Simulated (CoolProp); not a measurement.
Vapour-liquid equilibrium of R22 (1) + R142b (2) at 317.5 K; x and y are mole fractions of (1).

The numbers come from the multi-fluid Helmholtz-energy mixture model, Kamei 1995 and Lemmon 2006; pair parameters Bell 2016 in CoolProp.

Question: Give the bubble pressure and the first vapour's composition at x = 0.275, 0.8, 0.95. Is there an azeotrope?

Answer: x = 0.275: 0.8534 MPa, y = 0.463; x = 0.8: 1.436 MPa, y = 0.901; x = 0.95: 1.634 MPa, y = 0.978. No azeotrope shows between x = 0.05 and 0.95.

The pair parameters rest on a limited set of measurements; away from them the model extrapolates.
